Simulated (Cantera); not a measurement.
Input: 1 mol SO2, 1 mol H2O, 40 mol N2, held at 2975 K and 1.33 mbar.

Cantera equilibrium calculation (NASA polynomials, part measured and part estimated; ideal gas, pure solids and liquids). Candidate condensed phases: H2O, H2SO4, S; 35 gas species. The numbers say what is thermodynamically allowed, not how fast it happens.

Problem. What is the equilibrium state?

Solution. 
```json
{
  "x(N2)": "0.871",
  "x(O)": "0.0606",
  "x(H)": "0.0431",
  "x(S)": "0.0204",
  "x(NO)": "0.00226",
  "x(SO)": "0.00134",
  "x(O2)": "0.000454",
  "x(N)": "0.000303",
  "x(OH)": "0.000265",
  "gas_amount": "45.85 mol",
  "log10 activity of S(l) (absent)": "-5.81"
}
```
